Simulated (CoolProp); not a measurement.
Saturation properties of C3F8 (R218).

Values from CoolProp's reference Helmholtz-energy equation of state, Lemmon 2006. It is a short technical equation, of lower accuracy than the large ones.

| T (K) | p (MPa) | liquid density (kg/m³) | vapour density (kg/m³) | liquid viscosity (µPa s) | liquid conductivity (mW/(m K)) |
|---|---|---|---|---|---|
| 254.1 | 0.2119 | 1540 | 20.67 | 328 | 57.2 |
| 257.9 | 0.2444 | 1523 | 23.72 | 309 | 56.1 |
| 261.7 | 0.2806 | 1507 | 27.12 | 292 | 55.1 |
| 265.4 | 0.3196 | 1490 | 30.80 | 275 | 54.1 |
| 269.2 | 0.3638 | 1473 | 34.98 | 260 | 53.0 |
| 273 | 0.4125 | 1455 | 39.62 | 245 | 52.0 |
| 276.8 | 0.4658 | 1437 | 44.76 | 232 | 51.0 |
| 280.5 | 0.5226 | 1419 | 50.29 | 219 | 50.0 |
| 284.3 | 0.5862 | 1400 | 56.56 | 207 | 48.9 |
| 288.1 | 0.6553 | 1380 | 63.50 | 195 | 47.9 |
| 291.9 | 0.7303 | 1359 | 71.20 | 184 | 46.9 |
| 295.6 | 0.8094 | 1338 | 79.49 | 174 | 45.9 |
| 299.4 | 0.8970 | 1316 | 88.95 | 164 | 45.0 |
| 303.2 | 0.9916 | 1293 | 99.49 | 154 | 44.0 |

It boils at 236.4 K under 1 atm.

Viscosity comes from a separate model (Huber 2003), an estimate that may be off by 10 % or more. Thermal conductivity comes from a separate model (Huber 2003), an estimate that may be off by 10 % or more.
